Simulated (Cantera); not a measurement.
What does this Cantera script print?

```python
import numpy as np
import cantera as ct

gas_names = """
    CL CL2 H HCL H2 Si SiCL SiCL2 SiCL3 SiCL4 SiH SiHCL3 SiH2 SiH2CL2 SiH3 SiH3CL SiH4 Si2 Si3
""".split()
cond_names = """
    Si(cr) Si(L)
""".split()


# ... load() reads the species with a 1 bar reference pressure and builds the phases ...
atoms = {
    'Si': {'Si': 1},
    'HCl': {'H': 1, 'CL': 1},
    'H2': {'H': 2},
}
top_T = {}  # K; cautious upper limits of use, not melting points


# ... equilibrate(T, P, feed) seeds the gas with the atoms and calls Mixture.equilibrate('TP', solver="vcs", rtol=1e-11, max_steps=5000) ...
results = []
T = 650  # K
P = 100000  # Pa
for m in [0.54, 0.94, 1.3, 1.7, 2.2, 2.6, 3, 3.4, 3.8]:
    feed = {'Si': 1, 'HCl': m, 'H2': 17}  # mol
    mix = equilibrate(T, P, feed)
    results.append((T, P, feed, dict(zip(mix.species_names, mix.species_moles))))

top = {s: max(r[3][s] / sum(r[3][g] for g in gas_names) for r in results) for s in gas_names}
cols = sorted((s for s in top if top[s] > 0.001), key=lambda s: -top[s])[:8]
seen = [c for c in cond_names if any(r[3].get(c, 0) > 1e-12 for r in results)]
print("log10 of partial pressures in bar; condensed amounts in mol")
print(f"{'n(HCl)':>10s}" + "".join(f"{s[:9]:>10s}" for s in cols + seen))
for T, P, feed, n in results:
    ng = sum(n[g] for g in gas_names)
    print(f"{feed['HCl']:10.4g}" + "".join(f"{np.log10(max(n[s] / ng * P / 1e5, 1e-99)):10.3f}" for s in cols)
          + "".join(f"{n.get(c, 0):10.4g}" for c in seen))
```

It prints:

```
log10 of partial pressures in bar; condensed amounts in mol
    n(HCl)        H2     SiCL4    SiHCL3   SiH2CL2    Si(cr)
      0.54    -0.004    -2.462    -2.267    -3.309    0.8373
      0.94    -0.007    -2.189    -2.064    -3.175    0.7211
       1.3    -0.009    -2.033    -1.948    -3.100    0.6175
       1.7    -0.012    -1.907    -1.855    -3.039    0.5033
       2.2    -0.015    -1.788    -1.768    -2.983    0.3613
       2.6    -0.018    -1.713    -1.712    -2.948    0.2482
         3    -0.020    -1.650    -1.666    -2.919    0.1355
       3.4    -0.022    -1.596    -1.627    -2.894   0.02305
       3.8    -0.023    -1.395    -1.995    -3.832         0
```

Cantera equilibrium calculation (NASA polynomials, part measured and part estimated; ideal gas, pure solids and liquids).
